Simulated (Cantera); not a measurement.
## Carbothermic reduction: Cu2O + CH4 + N2 + CO2

Charge: 1 mol Cu2O, 0.92 mol CH4, 0.87 mol N2, 0.02 mol CO2, equilibrated at 0.680 bar.

These are equilibrium values from Cantera (NASA tables, ideal gas, pure condensed phases), not measurements of a reactor. Candidate condensed phases: C, C6H6, C7H8, C8H18, Cu, CuO, Cu(OH)2, Cu2O, H2O; 139 gas species. Equilibrium is a limit: real reactors are often held back by kinetics, nucleation or transport.

From 1848 K to 2348 K the condensed part is Cu(l). The main Cu-bearing gas is Cu throughout. The share of Cu in condensed phases is highest at 1848 K (99.7 %) and lowest at 2348 K (79.6 %).

| T (K) | x H2 | x CO | x N2 | x Cu | x H2O | n Cu(l) |
|---|---|---|---|---|---|---|
| 1848 | 0.479 | 0.254 | 0.238 | 0.00137 | 0.0242 | 1.99 |
| 1898 | 0.478 | 0.254 | 0.238 | 0.00233 | 0.0243 | 1.99 |
| 1948 | 0.477 | 0.253 | 0.237 | 0.00385 | 0.0243 | 1.99 |
| 1998 | 0.476 | 0.253 | 0.237 | 0.00622 | 0.0244 | 1.98 |
| 2048 | 0.473 | 0.252 | 0.236 | 0.00979 | 0.0244 | 1.96 |
| 2098 | 0.470 | 0.251 | 0.234 | 0.0151 | 0.0243 | 1.94 |
| 2148 | 0.466 | 0.249 | 0.232 | 0.0227 | 0.0242 | 1.91 |
| 2198 | 0.460 | 0.246 | 0.230 | 0.0336 | 0.0239 | 1.87 |
| 2248 | 0.451 | 0.242 | 0.226 | 0.0488 | 0.0236 | 1.81 |
| 2298 | 0.440 | 0.236 | 0.221 | 0.0697 | 0.0231 | 1.72 |
| 2348 | 0.424 | 0.229 | 0.214 | 0.0980 | 0.0224 | 1.59 |
x: gas mole fraction; n: condensed amount in mol.
